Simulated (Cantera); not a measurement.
## Halide evaporation, hydrolysis and transport: CaF₂ + H₂

Charge: 1 mol CaF₂, a varied amount of H₂, at 1802 °C and 0.100 bar.

These are equilibrium values from Cantera (NASA tables, ideal gas, pure condensed phases), not measurements of a reactor. Candidate condensed phases: Ca, CaF₂; 15 gas species. Kinetics and transport are ignored.

```csv
n(H₂) (mol),x H₂,x CaF₂,x HF,x CaF,x H,x Ca,n CaF₂(l)
1.1,0.882,0.0738,0.0198,0.0127,0.00791,0.00354,0.889
2.6,0.882,0.0738,0.0198,0.0127,0.00791,0.00354,0.739
6.1,0.882,0.0738,0.0198,0.0127,0.00791,0.00354,0.387
15,0.914,0.0484,0.0167,0.0100,0.00805,0.00336,0
35,0.953,0.0188,0.0115,0.00578,0.00822,0.00287,0
83,0.972,0.00648,0.00763,0.00303,0.00831,0.00230,0
200,0.982,0.00186,0.00478,0.00139,0.00835,0.00169,0
470,0.987,0.000429,0.00282,0.000548,0.00837,0.00113,0
```
x: gas mole fraction; n: condensed amount in mol.

From 1.1 mol H₂ to 6.1 mol H₂ the condensed part is CaF₂(l). From 15 mol H₂ to 470 mol H₂ nothing is condensed. The main Ca-bearing gas is CaF₂ at 1.1 mol H₂ and Ca at 470 mol H₂.
